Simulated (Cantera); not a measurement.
Equilibrium for boron, boron nitride and boron oxide: BF3 + O2 + H2

Charge: 1 mol BF3, 0.72 mol O2, 0.82 mol H2, equilibrated at 0.570 bar.

Cantera equilibrium calculation (NASA polynomials, part measured and part estimated; ideal gas, pure solids and liquids). Candidate condensed phases: B, B2O3, B3O3H3, H2O; 43 gas species. The tables' values for BF2 are old estimates; treat these amounts as uncertain. Gases not in the tables: H3BO3. The numbers say what is thermodynamically allowed, not how fast it happens.

```
T (K)  log p HF  log p BF3  log p BOF  log p H2O  log p O2  log p B3O3F3  log p HBO2  n B2O3(l)
-----  --------  ---------  ---------  ---------  --------  ------------  ----------  ---------
1373      -0.75      -0.79      -1.94      -0.94     -1.11         -1.63       -2.62    0.00268
1423      -0.73      -0.81      -1.70      -0.97     -1.12         -1.66       -2.42          0
1473      -0.72      -0.83      -1.50      -1.00     -1.13         -1.73       -2.26          0
1523      -0.70      -0.85      -1.33      -1.05     -1.14         -1.85       -2.14          0
1573      -0.68      -0.89      -1.20      -1.10     -1.15         -2.04       -2.07          0
1623      -0.66      -0.92      -1.10      -1.16     -1.16         -2.29       -2.04          0
1673      -0.64      -0.97      -1.03      -1.22     -1.17         -2.60       -2.05          0
1723      -0.62      -1.01      -0.98      -1.30     -1.18         -2.94       -2.09          0
1773      -0.60      -1.06      -0.94      -1.37     -1.19         -3.30       -2.14          0
1823      -0.58      -1.10      -0.92      -1.45     -1.19         -3.65       -2.20          0
1873      -0.56      -1.15      -0.90      -1.54     -1.20         -3.99       -2.27          0
1923      -0.55      -1.19      -0.88      -1.62     -1.20         -4.32       -2.35          0
1973      -0.54      -1.22      -0.86      -1.71     -1.21         -4.65       -2.43          0
2023      -0.53      -1.26      -0.85      -1.80     -1.21         -4.96       -2.51          0
```
log p: log10 of the partial pressure in bar; n: condensed amount in mol.

At 1373 K the condensed part is B2O3(l). From 1423 K to 2023 K nothing is condensed.
